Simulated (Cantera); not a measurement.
**Equilibrium for oxide etching and cleaning by halides: MgO + SiCl₄ + O₂**

Charge: 1 mol MgO, 1.2 mol SiCl₄, 0.72 mol O₂, at 1275 K and 8.70 Pa.

Method: chemical equilibrium by Gibbs-energy minimisation in Cantera with the NASA 1993 tables (ideal gas, pure condensed phases). Candidate condensed phases: Mg, MgCl₂, MgO, MgSiO₃, Mg₂SiO₄, Si, SiO₂; 20 gas species. Mutual solubility and eutectic melting of coexisting phases are not modelled. The tables hold silica as quartz up to 1696 K and as liquid above; real silica turns to tridymite and cristobalite and melts near 1996 K. Condensed phases not in the tables: alloys, solid solutions and most ternary compounds. The numbers say what is thermodynamically allowed, not how fast it happens.

The x(Cl) is 0.485, the x(MgCl₂) comes out as 0.305 and the x(Cl₂) is 0.209. The x(O₂) is 0.00109 and the x(ClO) is 5.12e-6. The n(MgSiO₃(s)) comes out as 0.0331 mol. The n(SiO₂(β-quartz)) comes out as 1.17 mol and the gas amount is 3.172 mol. The log10 activity of Mg(l) (absent) is -16.76 and the log10 activity of Si(s) (absent) comes out as -20.93.
